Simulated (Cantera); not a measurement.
Input (Python, Cantera) and output of one run.

```python
import numpy as np
import cantera as ct

gas_names = """
    F F2 H HF H2 H2F2 H3F3 H4F4 H5F5 H6F6 H7F7 Si SiF SiF2 SiF3 SiF4 SiH SiHF3 SiH2 SiH2F2 SiH3 SiH3F
    SiH4 Si2 Si3
""".split()
cond_names = """
    Si(cr) Si(L)
""".split()


def load(file, names, dense=False):
    # The tables refer to 1 bar. Condensed volumes are neglected.
    table = {s.name: s for s in ct.Species.list_from_file(file)}
    out = []
    for n in names:
        d = dict(table[n].input_data)
        d["thermo"] = dict(d["thermo"], **{"reference-pressure": 1e5})
        if dense:
            d["equation-of-state"] = {"model": "constant-volume", "density": "1e6 g/cm^3"}
        out.append(ct.Species.from_dict(d))
    return out


gas = ct.Solution(thermo="ideal-gas", species=load("nasa_gas.yaml", gas_names))
cond = {s.name: ct.Solution(thermo="fixed-stoichiometry", species=[s], name=s.name)
        for s in load("nasa_condensed.yaml", cond_names, dense=True)}
atoms = {
    'Si': {'Si': 1},
    'HF': {'H': 1, 'F': 1},
}
top_T = {}  # K; cautious upper limits of use, not melting points


def equilibrate(T, P, feed):
    n = {}
    for name, mol in feed.items():
        for a, k in atoms[name].items():
            n[a] = n.get(a, 0.0) + k * mol
    gas.TPX = T, P, n
    mass = sum(n.values()) * gas.mean_molecular_weight
    gas.equilibrate("TP")
    valid = [c for c in cond.values() if c.min_temp <= T <= top_T.get(c.name, c.max_temp)]
    mix = ct.Mixture([(gas, mass / gas.mean_molecular_weight)] + [(c, 0.0) for c in valid])
    mix.T, mix.P = T, P
    mix.equilibrate("TP", solver="vcs", rtol=1e-11, max_steps=5000)
    return mix


results = []
T = 675  # K
P = 120  # Pa
for m in [1.6, 2.3, 3, 3.7, 4.4, 5.1, 5.8, 6.5, 7.2, 7.9, 8.6, 9.3]:
    feed = {'Si': 1, 'HF': m}  # mol
    mix = equilibrate(T, P, feed)
    results.append((T, P, feed, dict(zip(mix.species_names, mix.species_moles))))
    x = sorted(zip(gas.X, gas.species_names), reverse=True)
    print(f"T = {T:g} K  P = {P:g} Pa  n(HF) = {m:g} mol  gas = {mix.phase_moles(0):.4g} mol")
    print("   x: " + "  ".join(f"{s} {v:.3e}" for v, s in x if v > 1e-06))
    print("   condensed (mol): " + ("  ".join(f"{mix.phase(i).name} {mix.phase_moles(i):.4g}"
          for i in range(1, mix.n_phases) if mix.phase_moles(i) > 1e-12) or "none"))
```

Result:

```
T = 675 K  P = 120 Pa  n(HF) = 1.6 mol  gas = 1.199 mol
   x: H2 6.652e-01  SiF4 3.304e-01  SiHF3 4.401e-03  SiH2F2 3.888e-05  SiF3 1.084e-06
   condensed (mol): Si(cr) 0.5987
T = 675 K  P = 120 Pa  n(HF) = 2.3 mol  gas = 1.723 mol
   x: H2 6.652e-01  SiF4 3.304e-01  SiHF3 4.401e-03  SiH2F2 3.888e-05  SiF3 1.084e-06
   condensed (mol): Si(cr) 0.4231
T = 675 K  P = 120 Pa  n(HF) = 3 mol  gas = 2.247 mol
   x: H2 6.652e-01  SiF4 3.304e-01  SiHF3 4.401e-03  SiH2F2 3.888e-05  SiF3 1.084e-06
   condensed (mol): Si(cr) 0.2475
T = 675 K  P = 120 Pa  n(HF) = 3.7 mol  gas = 2.772 mol
   x: H2 6.652e-01  SiF4 3.304e-01  SiHF3 4.401e-03  SiH2F2 3.888e-05  SiF3 1.084e-06
   condensed (mol): Si(cr) 0.0719
T = 675 K  P = 120 Pa  n(HF) = 4.4 mol  gas = 3.4 mol
   x: H2 5.882e-01  SiF4 2.941e-01  HF 1.176e-01
   condensed (mol): none
T = 675 K  P = 120 Pa  n(HF) = 5.1 mol  gas = 4.1 mol
   x: H2 4.878e-01  HF 2.683e-01  SiF4 2.439e-01
   condensed (mol): none
T = 675 K  P = 120 Pa  n(HF) = 5.8 mol  gas = 4.8 mol
   x: H2 4.167e-01  HF 3.750e-01  SiF4 2.083e-01
   condensed (mol): none
T = 675 K  P = 120 Pa  n(HF) = 6.5 mol  gas = 5.5 mol
   x: HF 4.545e-01  H2 3.636e-01  SiF4 1.818e-01
   condensed (mol): none
T = 675 K  P = 120 Pa  n(HF) = 7.2 mol  gas = 6.2 mol
   x: HF 5.161e-01  H2 3.226e-01  SiF4 1.613e-01
   condensed (mol): none
T = 675 K  P = 120 Pa  n(HF) = 7.9 mol  gas = 6.9 mol
   x: HF 5.652e-01  H2 2.899e-01  SiF4 1.449e-01
   condensed (mol): none
T = 675 K  P = 120 Pa  n(HF) = 8.6 mol  gas = 7.6 mol
   x: HF 6.053e-01  H2 2.632e-01  SiF4 1.316e-01
   condensed (mol): none
T = 675 K  P = 120 Pa  n(HF) = 9.3 mol  gas = 8.3 mol
   x: HF 6.386e-01  H2 2.410e-01  SiF4 1.205e-01
   condensed (mol): none
```

Cantera equilibrium calculation (NASA polynomials, part measured and part estimated; ideal gas, pure solids and liquids).
